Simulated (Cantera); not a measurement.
Formation from one mole of O2

Standard-state values (1 bar) from the NASA 1993 polynomials, evaluated with Cantera. Values are per mole of reaction as written; species without (g) are pure solids or liquids, kept so even where they would boil at 1 bar.

Zr + O2(g) → ZrO2(g)

```
T (K)  ΔH° (kJ)  ΔS° (J/K)  ΔG° (kJ)  log10 K  condensed phases
-----  --------  ---------  --------  -------  ----------------
300      -286.2       29.7    -295.1    51.38             Zr(α)
673      -288.6       24.4    -305.0    23.67             Zr(α)
823      -289.6       23.0    -308.5    19.58             Zr(α)
973      -290.9       21.5    -311.9    16.74             Zr(α)
1123     -292.5       20.1    -315.0    14.65             Zr(α)
1273     -297.7       15.5    -317.4    13.03             Zr(β)
1423     -298.9       14.6    -319.7    11.74             Zr(β)
1573     -300.2       13.7    -321.8    10.69             Zr(β)
1723     -301.8       12.8    -323.8     9.82             Zr(β)
1873     -303.6       11.8    -325.7     9.08             Zr(β)
```

4 Al + O2(g) → 2 Al2O(g)

```
T (K)  ΔH° (kJ)  ΔS° (J/K)  ΔG° (kJ)  log10 K  condensed phases
-----  --------  ---------  --------  -------  ----------------
300      -290.4      186.2    -346.3    60.29             Al(s)
673      -299.8      166.2    -411.7    31.95             Al(s)
823      -305.0      159.3    -436.1    27.68             Al(s)
973      -354.4      106.1    -457.6    24.57             Al(l)
1123     -360.4      100.3    -473.1    22.00             Al(l)
1273     -366.5       95.3    -487.7    20.01             Al(l)
1423     -372.5       90.8    -501.7    18.42             Al(l)
1573     -378.6       86.7    -515.0    17.10             Al(l)
1723     -384.7       83.0    -527.7    16.00             Al(l)
1873     -390.8       79.6    -539.9    15.06             Al(l)
```

1.2 Ti + O2(g) → 0.4 Ti3O5

```csv
T (K),ΔH° (kJ),ΔS° (J/K),ΔG° (kJ),log10 K,condensed phases
300,-983.7,-190.3,-926.6,161.33,"Ti(α), Ti3O5(s)"
673,-974.9,-171.1,-859.7,66.73,"Ti(α), Ti3O5(s)"
823,-973.4,-169.2,-834.2,52.95,"Ti(α), Ti3O5(s)"
973,-972.0,-167.6,-809.0,43.43,"Ti(α), Ti3O5(s)"
1123,-971.0,-166.6,-783.9,36.46,"Ti(α), Ti3O5(s)"
1273,-973.5,-168.8,-758.6,31.13,"Ti(β), Ti3O5(s)"
1423,-970.8,-166.8,-733.4,26.92,"Ti(β), Ti3O5(s)"
1573,-968.1,-165.0,-708.5,23.53,"Ti(β), Ti3O5(s)"
1723,-965.5,-163.4,-683.9,20.73,"Ti(β), Ti3O5(s)"
1873,-963.0,-162.0,-659.5,18.39,"Ti(β), Ti3O5(s)"
```
